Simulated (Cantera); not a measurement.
Input (Python, Cantera):

```python
import numpy as np
import cantera as ct

gas = ct.Solution("gri30.yaml")
gas.TPX = 1625, 2200000, {'C3H8': 1, 'O2': 2, 'N2': 7.52}
reactor = ct.IdealGasReactor(gas, energy="on", clone=False)
net = ct.ReactorNet([reactor])
net.rtol, net.atol = 1e-08, 1e-16
show = ['C3H8', 'O2', 'NO', 'HCN', 'CO']
times = np.geomspace(1e-06, 1, 12)

steps = ct.SolutionArray(gas, extra=["t"])
rows = []
print(f"{'t/s':>10s}{'T/K':>9s}{'P/Pa':>11s}" + "".join(f"{s:>11s}" for s in show))
for t in times:
    while net.time < t:
        t_next = net.step()
        steps.append(gas.state, t=t_next)
    rows.append([np.interp(t, steps.t, y) for y in (steps.T, steps.P, *steps(*show).X.T)])
    print(f"{t:10.3e}{rows[-1][0]:9.1f}{rows[-1][1]:11.4g}" + "".join(f"{x:11.3e}" for x in rows[-1][2:]))
rate = np.gradient(steps.T, steps.t)
print("integrator steps:", len(steps.t))
if steps.T.max() > steps.T[0] + 200:
    print(f"time of steepest temperature rise: {steps.t[rate.argmax()]:.4e} s")
gas.TPX = 1625, 2200000, {'C3H8': 1, 'O2': 2, 'N2': 7.52}
gas.equilibrate("UV")
print(f"equilibrium (UV): T = {gas.T:.1f} K  " + "  ".join(f"{s} {gas[s].X[0]:.3e}" for s in show))
```

Result:

```
       t/s      T/K       P/Pa       C3H8         O2         NO        HCN         CO
 1.000e-06   1617.5  2.217e+06  8.265e-02  1.839e-01  2.442e-11  2.915e-11  4.922e-04
 3.511e-06   2078.8  3.297e+06  1.773e-03  8.160e-02  1.093e-07  2.979e-07  5.931e-02
 1.233e-05   2831.1  5.273e+06  2.662e-11  1.070e-06  2.229e-04  5.079e-04  1.931e-01
 4.329e-05   2827.4  5.299e+06  1.215e-20  9.032e-07  2.535e-04  1.462e-04  1.978e-01
 1.520e-04   2829.0  5.303e+06  8.681e-23  9.151e-07  9.321e-05  3.800e-05  1.979e-01
 5.337e-04   2829.2  5.303e+06  7.982e-23  9.173e-07  6.527e-05  2.524e-05  1.979e-01
 1.874e-03   2829.2  5.303e+06  7.977e-23  9.173e-07  6.502e-05  2.513e-05  1.979e-01
 6.579e-03   2829.2  5.303e+06  7.977e-23  9.173e-07  6.502e-05  2.513e-05  1.979e-01
 2.310e-02   2829.2  5.303e+06  7.977e-23  9.173e-07  6.502e-05  2.513e-05  1.979e-01
 8.111e-02   2829.2  5.303e+06  7.977e-23  9.173e-07  6.502e-05  2.513e-05  1.979e-01
 2.848e-01   2829.2  5.303e+06  7.977e-23  9.173e-07  6.502e-05  2.513e-05  1.979e-01
 1.000e+00   2829.2  5.303e+06  7.977e-23  9.173e-07  6.502e-05  2.513e-05  1.979e-01
integrator steps: 1860
time of steepest temperature rise: 3.6244e-06 s
equilibrium (UV): T = 2829.2 K  C3H8 1.030e-22  O2 9.173e-07  NO 6.503e-05  HCN 2.514e-05  CO 1.979e-01
```

Detailed kinetics in Cantera: GRI-Mech 3.0 (53 species, 325 reactions). GRI-Mech 3.0 was tuned for natural gas; its chemistry of propane as a main component is partial and can be far from experiment. The pressure lies above the range GRI-Mech 3.0 was tuned for (to about 10 atm).
